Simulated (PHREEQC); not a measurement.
Consider water at 25 °C with 0.01 mol HF and 0.1 mol NH4HF2 per kg of water. Closed to the air; pH follows from the charge balance.

Computed with PHREEQC (ion-association model, phreeqc.dat).

Each row changes one thing in this solution. Precipitation was switched off in this run.

```
case                               pH  ionic strength (mol/kgw)  HF (mol/kgw)  F- (mol/kgw)  HF2- (mol/kgw)  NH3 (mol/kgw)
-------------------------------  ----  ------------------------  ------------  ------------  --------------  -------------
as made                          3.01                     0.101        0.0842        0.0765          0.0246        4.20e-8
HF from 0.01 to 0.011 mol/kgw    3.00                     0.101        0.0850        0.0764          0.0248        4.15e-8
NH4HF2 from 0.1 to 0.02 mol/kgw  2.97                    0.0212        0.0268        0.0192         0.00198        9.01e-9
HF from 0.01 to 0.1 mol/kgw      2.65                     0.103         0.159           [?]             [?]        1.85e-8
diluted 100-fold with water       [?]                   0.00138      0.000718       0.00137             [?]        1.50e-9
HF left out                      3.06                     0.101        0.0761        0.0783          0.0228        4.74e-8
0.0024 mol/kgw NaCl added        3.00                     0.103        0.0842        0.0765          0.0246            [?]
```

### Question
Fill in the missing entries.

### Answer

- HF from 0.01 to 0.1 mol/kgw, F- (mol/kgw): 0.0639
- HF from 0.01 to 0.1 mol/kgw, HF2- (mol/kgw): 0.0388
- diluted 100-fold with water, pH: 3.44
- diluted 100-fold with water, HF2- (mol/kgw): 3.79e-6
- 0.0024 mol/kgw NaCl added, NH3 (mol/kgw): 4.17e-8
